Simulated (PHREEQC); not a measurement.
Dissolve 0.076 mol ZnSO4, 0.00025 mol Na3PO4 and 0.0018 mol FeSO4 per kg of water at 25 °C. Closed to the air; pH follows from the charge balance.

All values are PHREEQC results (ion-association model, wateq4f.dat), not measurements.

Precipitation was switched off in this run.

Problem. Estimate the pH, ionic strength.

Solution. pH 7.13; ionic strength 0.157 mol/kgw.

Problem. In which forms is Zn present?

Solution. Zn+2 50 %, ZnSO4 40 %, Zn(SO4)2-2 10 % of the Zn.

Saturation is exceeded, for instance for Zn3(PO4)2:4w, Zn4(OH)6SO4; the values hold only as long as no solid forms. H3PO4, which wateq4f.dat lacks, is added to it with the constant of phreeqc.dat. The database has no phosphate complexes of Zn.
